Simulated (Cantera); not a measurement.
A freely propagating, adiabatic, planar premixed flame of CO : H₂ : CH₄ : O₂ : N₂ = 1 : 0.16 : 0.059 : 0.465 : 1.75 (molar parts), unburnt at 625 K and 5.70 bar; multicomponent transport, grid criteria slope 0.08 and curve 0.16, no radiation.

Model: GRI-Mech 3.0 (53 species, 325 reactions), integrated in Cantera. Burning velocities carry a grid error of a few per cent, more on coarse grids.

Question: Predict: laminar burning velocity; thermal thickness; peak x(CH₃); peak x(H₂O₂).

Answer: 
| Quantity | Value |
|---|---|
| laminar burning velocity | 221 cm/s |
| thermal thickness | 0.0637 mm |
| peak x(CH₃) | 0.000284 |
| peak x(H₂O₂) | 7.77e-5 |
